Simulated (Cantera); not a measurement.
Charge: 1 mol Si, 0.0034 mol H2O, 7.1 mol N2, equilibrated at 2000 K and 133 Pa.

Equilibrium computed with Cantera from the NASA thermochemical tables; the gas is ideal and each condensed phase is pure. Candidate condensed phases: H2O, Si, SiO2, Si2N2O, Si3N4; 35 gas species. The tables' values for SiN are old estimates; treat these amounts as uncertain. Equilibrium is a limit: real reactors are often held back by kinetics, nucleation or transport.

What is the equilibrium state?


| Quantity | Value |
|---|---|
| x(N2) | 0.965 |
| x(Si) | 0.0327 |
| x(H) | 0.000578 |
| x(SiO) | 0.000462 |
| x(Si2N) | 0.000400 |
| x(Si2) | 0.000339 |
| x(SiN) | 0.000305 |
| x(H2) | 0.000168 |
| x(Si3) | 7.26e-5 |
| n(Si(l)) | 0.742 mol |
| gas amount | 7.355 mol |
